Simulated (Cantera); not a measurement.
Cantera run:

```python
import numpy as np
import cantera as ct

gas_names = """
    F FO FO2 F2 F2O O O2 O3 Si SiF SiF2 SiF3 SiF4 SiO SiO2 Si2 Si3
""".split()
cond_names = """
    Si(cr) Si(L) SiO2(Lqz) SiO2(hqz) SiO2(L)
""".split()


# ... load() reads the species with a 1 bar reference pressure and builds the phases ...
atoms = {
    'SiF4': {'Si': 1, 'F': 4},
    'O2': {'O': 2},
}
top_T = {}  # K; cautious upper limits of use, not melting points


# ... equilibrate(T, P, feed) seeds the gas with the atoms and calls Mixture.equilibrate('TP', solver="vcs", rtol=1e-11, max_steps=5000) ...
results = []
feed = {'SiF4': 1, 'O2': 26}  # mol
T = 1175  # K
P = 56  # Pa
mix = equilibrate(T, P, feed)
results.append((T, P, feed, dict(zip(mix.species_names, mix.species_moles))))
x = sorted(zip(gas.X, gas.species_names), reverse=True)
print(f"T = {T:g} K  P = {P:g} Pa  gas = {mix.phase_moles(0):.4g} mol")
print("   x: " + "  ".join(f"{s} {v:.3e}" for v, s in x if v > 1e-05))
print("   condensed (mol): " + ("  ".join(f"{mix.phase(i).name} {mix.phase_moles(i):.4g}"
      for i in range(1, mix.n_phases) if mix.phase_moles(i) > 1e-12) or "none"))
```

Output:

```
T = 1175 K  P = 56 Pa  gas = 27 mol
   x: O2 9.630e-01  SiF4 3.704e-02
   condensed (mol): SiO2(hqz) 2.672e-07
```

Equilibrium computed with Cantera from the NASA thermochemical tables; the gas is ideal and each condensed phase is pure.
